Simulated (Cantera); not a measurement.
Feed: 1 mol NH3, 0.032 mol O2, held at 10000 Pa.

These are equilibrium values from Cantera (NASA tables, ideal gas, pure condensed phases), not measurements of a reactor. Candidate condensed phases: H2O; 24 gas species. Kinetics and transport are ignored. All values below are at 925 K.

Base state: H2 0.718, N2 0.250, H2O 0.0320, NH3 3.03e-5 (mole fractions); condensed: gas only.

What changes in the equilibrium state with this change: O2 from 0.032 to 0.38 mol?


```tsv
species	before	after
H2O	0.0320	0.380
H2	0.718	0.370
N2	0.250	0.250
NH3	3.03e-5	1.12e-5
```
